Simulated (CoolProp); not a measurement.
Hydrogen sulfide along the isotherm 281.2 K: Z from the reference equation and from simpler models built on Tc = 373.1 K, pc = 8.999 MPa, ω = 0.101; each cubic takes its own stable root.

Model: reference Helmholtz-energy equation of state, Lemmon 2006, in CoolProp. It is a short technical equation, of lower accuracy than the large ones.

```csv
p (MPa),phase,reference
6,liquid,0.1060
12,liquid,0.2091
18,liquid,0.3099
24,liquid,0.4088
30,liquid,0.5060
36,liquid,0.6017
42,liquid,0.6961
48,liquid,0.7894
54,liquid,0.8816
60,liquid,0.9728
66,liquid,1.063
72,liquid,1.153
78,liquid,1.241
84,liquid,1.329
90,liquid,1.417
```

Question: How far does each simpler model (van der Waals, Redlich-Kwong, Soave-Redlich-Kwong) lie from the reference over these 15 states: mean and median of the absolute difference, and the worst?

Answer: 
- van der Waals: mean 43.9 %, median 42.9 %, worst +50.4 % at 281.2 K and 6 MPa
- Redlich-Kwong: mean 3.4 %, median 3.1 %, worst +5.5 % at 281.2 K and 6 MPa
- Soave-Redlich-Kwong: mean 2.8 %, median 2.5 %, worst +4.3 % at 281.2 K and 6 MPa
